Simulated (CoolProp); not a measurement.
Vapour pressure (kPa) of sulfur dioxide: the reference equation beside estimates from Tc = 430.6 K, pc = 7887 kPa, ω = 0.256. Clausius-Clapeyron is anchored at 341 K with a constant enthalpy of vaporisation of 19.64 kJ/mol.

Values from CoolProp's reference Helmholtz-energy equation of state, Gao 2016.

| T (K) | reference | Clausius-Clapeyron | Peng-Robinson |
|---|---|---|---|
| 327.4 | 945.8 | 1009 | 940.7 |
| 332 | 1069 | 1115 | 1064 |
| 336.5 | 1202 | 1227 | 1196 |
| 341 | 1346 | 1346 | 1339 |
| 345.6 | 1506 | 1476 | 1500 |
| 350.1 | 1676 | 1611 | 1670 |
| 354.6 | 1860 | 1755 | 1854 |
| 359.2 | 2063 | 1911 | 2058 |
| 363.7 | 2277 | 2073 | 2273 |
| 368.2 | 2508 | 2245 | 2505 |
| 372.8 | 2760 | 2430 | 2760 |
| 377.3 | 3025 | 2620 | 3027 |
| 381.8 | 3309 | 2821 | 3313 |
| 386.4 | 3619 | 3037 | 3626 |

Absolute difference from the reference over all 14 rows, mean and median: Clausius-Clapeyron 7.7 and 7.0 %, Peng-Robinson 0.3 and 0.3 %.
